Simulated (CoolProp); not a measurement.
Properties of p-xylene along the isotherm 620 K (Tc = 616.2 K, pc = 3.532 MPa, ω = 0.324).

The numbers come from the reference Helmholtz-energy equation of state, Zhou 2012 in CoolProp.

```tsv
p (MPa)	phase	cv (kJ/(kg K))	Joule-Thomson coefficient (K/MPa)
0.0279	gas	2.170	7.262
0.0635	gas	2.171	7.301
0.145	gas	2.173	?
0.329	gas	2.178	7.604
0.749	gas	?	8.163
1.7	gas	2.233	?
3.88	supercritical	2.416	?
8.83	supercritical	?	0.7006
```

**Question.** Complete the blanks.

**Answer.** 
- 0.145, Joule-Thomson coefficient (K/MPa): 7.390
- 0.749, cv (kJ/(kg K)): 2.192
- 1.7, Joule-Thomson coefficient (K/MPa): 9.972
- 3.88, Joule-Thomson coefficient (K/MPa): 8.137
- 8.83, cv (kJ/(kg K)): 2.289
